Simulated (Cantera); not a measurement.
What does this Cantera script print?

```python
import numpy as np
import cantera as ct

gas_names = """
    CL CL2 H HCL H2 Si SiCL SiCL2 SiCL3 SiCL4 SiH SiHCL3 SiH2 SiH2CL2 SiH3 SiH3CL SiH4 Si2 Si3
""".split()
cond_names = """
    Si(cr) Si(L)
""".split()


# ... load() reads the species with a 1 bar reference pressure and builds the phases ...
atoms = {
    'SiCl4': {'Si': 1, 'CL': 4},
    'H2': {'H': 2},
}
top_T = {}  # K; cautious upper limits of use, not melting points


# ... equilibrate(T, P, feed) seeds the gas with the atoms and calls Mixture.equilibrate('TP', solver="vcs", rtol=1e-11, max_steps=5000) ...
results = []
feed = {'SiCl4': 1, 'H2': 110}  # mol
P = 360  # Pa
for T in [898, 948, 998, 1048, 1098, 1148, 1198, 1248]:
    mix = equilibrate(T, P, feed)
    results.append((T, P, feed, dict(zip(mix.species_names, mix.species_moles))))

top = {s: max(r[3][s] / sum(r[3][g] for g in gas_names) for r in results) for s in gas_names}
cols = sorted((s for s in top if top[s] > 0.0001), key=lambda s: -top[s])[:5]
seen = [c for c in cond_names if any(r[3].get(c, 0) > 1e-12 for r in results)]
print("log10 of partial pressures in bar; condensed amounts in mol")
print(f"{'T/K':>10s}" + "".join(f"{s[:9]:>10s}" for s in cols + seen))
for T, P, feed, n in results:
    ng = sum(n[g] for g in gas_names)
    print(f"{T:10.4g}" + "".join(f"{np.log10(max(n[s] / ng * P / 1e5, 1e-99)):10.3f}" for s in cols)
          + "".join(f"{n.get(c, 0):10.4g}" for c in seen))
```

Result:

```
log10 of partial pressures in bar; condensed amounts in mol
       T/K        H2       HCL     SiCL4     SiCL2    SiHCL3    Si(cr)
       898    -2.451    -4.491    -4.715    -6.400    -5.230    0.1921
       948    -2.452    -4.301    -4.821    -5.967    -5.319    0.3251
       998    -2.454    -4.152    -4.999    -5.620    -5.461    0.4728
      1048    -2.456    -4.047    -5.282    -5.369    -5.681    0.6031
      1098    -2.457    -3.990    -5.688    -5.215    -5.992    0.6841
      1148    -2.458    -3.967    -6.175    -5.135    -6.364    0.7158
      1198    -2.458    -3.960    -6.679    -5.090    -6.748    0.7209
      1248    -2.458    -3.959    -7.164    -5.061    -7.117    0.7157
```

These are equilibrium values from Cantera (NASA tables, ideal gas, pure condensed phases), not measurements of a reactor. The tables' values for SiCl3 are old estimates; treat these amounts as uncertain.
